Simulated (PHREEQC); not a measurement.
**Sulfide liquor**

Consider water at 25 °C with 0.013 mol/kgw H2S and 0.008 mol/kgw HCl. Closed to the air; pH follows from the charge balance.

Equilibrium calculation in PHREEQC: ion-association model, phreeqc.dat.

Each row changes one thing in this solution. No solid was allowed to form.

```tsv
case	pH	ionic strength (mol/kgw)	HS- (mol/kgw)
as made	2.13	0.00800	2.22e-7
HCl replaced by BaCl2 at the same molality	4.41	0.0240	4.44e-5
HCl from 0.008 to 0.004 mol/kgw	2.42	0.00400	4.24e-7
HCl replaced by LiCl at the same molality	4.41	0.00804	4.21e-5
H2S replaced by NH4HS at the same molality	6.68	0.0130	0.00497
H2S from 0.013 to 0.0026 mol/kgw	2.13	0.00800	4.45e-8
0.0086 mol/kgw NaHCO3 added	5.04	0.00861	0.000176
HCl from 0.008 to 0.0016 mol/kgw	2.81	0.00160	1.01e-6
```
